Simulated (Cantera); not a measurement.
An isothermal, constant-pressure homogeneous reactor starts with C2H4 : H2 = 1 : 23 (molar parts), at 1300 K and 1.00 bar.

Model: GRI-Mech 3.0 (53 species, 325 reactions), integrated in Cantera. GRI-Mech 3.0 was tuned for natural gas; its chemistry of ethylene as a main component is partial and can be far from experiment. GRI-Mech 3.0 stops at C3 and has no aromatics, soot or wall deposition, so with more carbon than oxygen in the feed, carbon stays in small species such as C2H2 where larger ones or solid carbon would form.

One state of this run: x C2H4 = 0.00215; x H2 = 0.917; x C2H2 = 0.000895; x CH2 = 4.58e-12; x CH3 = 3.43e-6. x: mole fraction; the columns are a selection and need not sum to one.

**Question.** Which value of t (s) does it belong to?
A) 4.00
B) 30.0
C) 0.000169
D) 2.25e-5

**Answer.** A, 4.00
